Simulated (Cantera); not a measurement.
A perfectly stirred reactor is fed with NO : N2 = 1 : 0.69 (molar parts), at 1800 Pa; it is held at 1823 K, and followed from long to short residence time.

Computed with Cantera and GRI-Mech 3.0 (53 species, 325 reactions). Radical loss at walls, strong at low pressure, is not modelled.

```json
[
 {"quantity": "x(NO) at τ = 7.80 s", "before": "0.550", "after": "0.403"},
 {"quantity": "x(O) at τ = 7.80 s", "before": "0.000215", "after": "0.000118"},
 {"quantity": "x(NO2) at τ = 7.80 s", "before": "5.32e-5", "after": "0.000266"},
 {"quantity": "x(N2O) at τ = 7.80 s", "before": "1.00e-4", "after": "5.97e-5"},
 {"quantity": "x(N2) at τ = 7.80 s", "before": "0.429", "after": "0.503"},
 {"quantity": "x(NO) at τ = 0.110 s", "before": "0.591", "after": "0.588"},
 {"quantity": "x(O) at τ = 0.110 s", "before": "9.39e-5", "after": "3.85e-5"},
 {"quantity": "x(NO2) at τ = 0.110 s", "before": "1.83e-5", "after": "0.000105"},
 {"quantity": "x(N2O) at τ = 0.110 s", "before": "7.87e-5", "after": "0.000129"},
 {"quantity": "x(N2) at τ = 0.110 s", "before": "0.408", "after": "0.410"}
]
```

Q: Name the change that produced these shifts.
(A) temperature 1823 to 1748 K
(B) pressure from 1800 Pa to 17000 Pa
(C) temperature 1823 to 1875 K
(D) NO 1 to 0.16 parts

A: B, pressure from 1800 Pa to 17000 Pa
